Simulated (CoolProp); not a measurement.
Values from CoolProp's reference Helmholtz-energy equation of state, Outcalt 1996. It is a modified Benedict-Webb-Rubin equation, recast in Helmholtz form.

Problem. For R152A, give the phase and the Z, speed of sound (m/s), Joule-Thomson coefficient (K/MPa), expansivity (1/kK) at 214.7 K and 254 kPa; 214.7 K and 2540 kPa; 214.7 K and 25400 kPa.

Solution. 
- 214.7 K and 254 kPa: liquid; Z 0.00870, speed of sound 1060, Joule-Thomson coefficient -0.367, expansivity 1.79
- 214.7 K and 2540 kPa: liquid; Z 0.0867, speed of sound 1070, Joule-Thomson coefficient -0.371, expansivity 1.76
- 214.7 K and 25400 kPa: liquid; Z 0.847, speed of sound 1170, Joule-Thomson coefficient -0.400, expansivity 1.52
